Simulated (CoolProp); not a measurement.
The numbers come from the reference Helmholtz-energy equation of state, Eisenbach 2021 in CoolProp.

Q: For propylene glycol, give the phase and the cp (kJ/(kg K)), cv (kJ/(kg K)), Joule-Thomson coefficient (K/MPa) at 579.5 K and 1.01 bar.

A: 
- 579.5 K and 1.01 bar: gas; cp 2.88, cv 2.77, Joule-Thomson coefficient 7.09
